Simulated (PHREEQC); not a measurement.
Polishing slurry liquid (model solution)

Solution (25 °C): 0.0019 mol TMAH, 0.05 mol K2SO4 and 0.46 mol CuSO4 per kg of water. Closed to the air; pH follows from the charge balance.

Equilibrium calculation in PHREEQC: ion-association model, wateq4f.dat.

No solid was allowed to form.

Task: Predict the pH, ionic strength.

Result: pH 4.84; ionic strength 0.917 mol/kgw.

Task: In which forms is K present?

Result: K+ 81 %, KSO4- 19 % of the K.

Saturation is exceeded, for instance for Antlerite, Brochantite; the values hold only as long as no solid forms. The ionic strength is past about 0.7 mol/kgw, beyond the range of this activity model, so the values are rough. (CH3)4N+ isn't in the database: it is added as a free cation with an ion size of 4 Å.
